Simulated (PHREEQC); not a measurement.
Copper plating or etch bath: an equilibrium model

Make-up at 20 °C: 0.012 mol Cu(BF4)2, 8.1e-05 mol HBF4 and 4.9e-05 mol H3BO3 per kg of water. Closed to the air; pH follows from the charge balance.

The numbers come from PHREEQC with the ion-association model, phreeqc.dat.

```json
{
 "pH": "2.82",
 "ionic_strength": "0.0372 mol/kgw",
 "total_alkalinity": "-72.3 meq/kg"
}
```

```csv
species,molality,activity,log γ
BF4-,0.0209,0.0175,-0.076
Cu+2,0.0117,0.00612,-0.283
HF,0.00434,0.00438,0.004
F-,0.00255,0.00212,-0.080
H+,0.00174,0.00151,-0.062
BF3OH-,0.00159,0.00134,-0.076
H3BO3,0.00125,0.00126,0.004
BF2(OH)2-,0.000415,0.000348,-0.076
CuF+,0.000268,0.000225,-0.076
```

No solid was allowed to form. Real BF4- forms and hydrolyses slowly; the run takes it at equilibrium.
